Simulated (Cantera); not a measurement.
Input: 1 mol B₂O₃, 0.35 mol NH₃, 0.14 mol N₂, held at 17.0 Pa.

Cantera equilibrium calculation (NASA polynomials, part measured and part estimated; ideal gas, pure solids and liquids). Candidate condensed phases: B, BN, B₂O₃, B₃O₃H₃, H₂O; 39 gas species. The numbers say what is thermodynamically allowed, not how fast it happens.

Question: At 1900 K, list the 5 most abundant gas species with their mole fractions, and the condensed phases.

Answer: B₂O₃ 0.400, H₂ 0.185, N₂ 0.163, HBO₂ 0.114, BO 0.0645. Condensed: gas only.
